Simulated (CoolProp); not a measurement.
Saturation properties of n-undecane (Tc = 365.7 °C, pc = 1.990 MPa, ω = 0.539).

Values from CoolProp's reference Helmholtz-energy equation of state, Aleksandrov 2011. It is a short technical equation, of lower accuracy than the large ones.

| T (°C) | p (MPa) | liquid density (kg/m³) | vapour density (kg/m³) | enthalpy of vaporisation (kJ/kg) | surface tension (mN/m) |
|---|---|---|---|---|---|
| 139.75 | 0.02026 | 647.4 | 0.9441 | 297.8 | 14.1 |
| 144.05 | 0.02337 | 643.9 | 1.081 | 295.4 | 13.7 |
| 148.25 | 0.02678 | 640.4 | 1.229 | 293.1 | 13.4 |
| 152.55 | 0.03067 | 636.9 | 1.397 | 290.7 | 13.1 |
| 156.85 | 0.03501 | 633.3 | 1.583 | 288.2 | 12.7 |
| 161.15 | 0.03983 | 629.7 | 1.790 | 285.8 | 12.4 |
| 165.35 | 0.04505 | 626.1 | 2.011 | 283.3 | 12.0 |
| 169.65 | 0.05094 | 622.4 | 2.260 | 280.8 | 11.7 |
| 173.95 | 0.05744 | 618.7 | 2.534 | 278.3 | 11.4 |
| 178.25 | 0.06458 | 615.0 | 2.833 | 275.8 | 11.0 |
| 182.55 | 0.07241 | 611.2 | 3.160 | 273.2 | 10.7 |
| 186.75 | 0.08076 | 607.5 | 3.509 | 270.6 | 10.4 |
| 191.05 | 0.09009 | 603.6 | 3.897 | 268.0 | 10.0 |
| 195.35 | 0.1003 | 599.7 | 4.319 | 265.3 | 9.71 |

It boils at 195.8 °C under 1 atm.

Surface tension comes from a separate correlation (Mulero 2014).
